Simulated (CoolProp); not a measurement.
Properties of nitrous oxide along the isotherm 312.1 K (Tc = 309.5 K, pc = 7.245 MPa, ω = 0.161).

Values from CoolProp's reference Helmholtz-energy equation of state, Lemmon 2006. It is a short technical equation, of lower accuracy than the large ones.

```
p (MPa)          phase  density (kg/m³)  cp (kJ/(kg K))  isothermal compressibility (1/MPa)  expansivity (1/kK)
-------  -------------  ---------------  --------------  ----------------------------------  ------------------
1.65               gas              ___             ___                              0.6624               4.183
3.29               gas            67.40           1.191                              0.3766               5.823
4.94               gas              ___           1.583                              0.3082               9.276
6.59               gas            198.9           3.034                              0.3740               22.28
8.23     supercritical            624.3           6.828                                 ___               43.21
9.88     supercritical            706.9           3.435                                 ___               15.46
11.5     supercritical            745.1           2.814                             0.02561                 ___
13.2     supercritical            773.0           2.512                             0.01843                 ___
14.8     supercritical            793.5           2.341                             0.01470               7.307
16.5     supercritical            811.7           2.217                             0.01216               6.430
18.1     supercritical            826.5           2.131                             0.01049               5.828
```

Question: What belongs in the gaps?

Answer: 
- 1.65, density (kg/m³): 30.45
- 1.65, cp (kJ/(kg K)): 1.003
- 4.94, density (kg/m³): 116.8
- 8.23, isothermal compressibility (1/MPa): 0.1600
- 9.88, isothermal compressibility (1/MPa): 0.04229
- 11.5, expansivity (1/kK): 10.75
- 13.2, expansivity (1/kK): 8.533

The peak of cp marks the crossing from liquid-like to gas-like fluid above the critical point.
